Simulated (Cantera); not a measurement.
Feed: 1 mol CS2, 0.36 mol SO2, 0.06 mol O2, at 1550 K and 1 atm.

Method: chemical equilibrium by Gibbs-energy minimisation in Cantera with the NASA 1993 tables (ideal gas, pure condensed phases). Candidate condensed phases: C, S; 22 gas species. Rates play no part.

Base state: S2 0.497, CO 0.391, CS2 0.0824, COS 0.0267, CO2 0.00205, CS 6.28e-5, S 5.00e-5, S2O 2.00e-5 (mole fractions); condensed: gas only.

### Question
What changes in the equilibrium state with this change: O2 from 0.06 to 0.96 mol?

### Answer
```json
[
 {"species": "S2", "before": "0.497", "after": "0.391"},
 {"species": "CO2", "before": "0.00205", "after": "0.320"},
 {"species": "SO2", "before": "4.63e-7", "after": "0.176"},
 {"species": "CO", "before": "0.391", "after": "0.0931"},
 {"species": "CS2", "before": "0.0824", "after": "2.35e-5"},
 {"species": "S2O", "before": "2.00e-5", "after": "0.0103"},
 {"species": "COS", "before": "0.0267", "after": "0.00564"},
 {"species": "CS", "before": "6.28e-5", "after": "2.02e-8"},
 {"species": "SO", "before": "6.70e-6", "after": "0.00389"}
]
```

### Question
What changes in the equilibrium state with this change: temperature from 1550 K to 2173.15 K?

### Answer
```
species   before    after
-------  -------  -------
S2         0.497    0.501
CO         0.391    0.410
CS2       0.0824   0.0715
COS       0.0267  0.00417
S        5.00e-5  0.00635
CS       6.28e-5  0.00738
CO2      0.00205  5.70e-5
S2O      2.00e-5  4.33e-6
```
